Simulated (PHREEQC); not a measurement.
Synthetic water in mg/L, 9.7 °C, pH 5.78, pe 9.2:

```
constituent            mg/L
------------------  -------
Na                  0.00535
K                   0.00103
Ca                   0.0136
Mg                   0.0062
Cl                   0.0043
S(6) as SO4          0.0146
Alkalinity as HCO3   0.0647
Cu(2)               0.00161
```

Valence states are taken as typed.

The numbers come from PHREEQC with the ion-association model, wateq4f.dat.

ionic strength: 3.93e-6 mol/kgw
charge-balance error: 0.2 %

```csv
species,molality,activity,log γ
CO2,1.32e-5,1.32e-5,0.000
HCO3-,2.72e-6,2.71e-6,-0.001
H+,1.66e-6,1.66e-6,-0.001
Ca+2,3.39e-7,3.36e-7,-0.004
Mg+2,2.55e-7,2.53e-7,-0.004
Na+,2.33e-7,2.32e-7,-0.001
SO4-2,1.52e-7,1.51e-7,-0.004
Cl-,1.21e-7,1.21e-7,-0.001
```

This is a speciation only: nothing precipitates in the calculation. Complexes and solids missing from the database can't appear. At this temperature some constants are extrapolated from 25 °C, and those without enthalpy data are left unchanged.
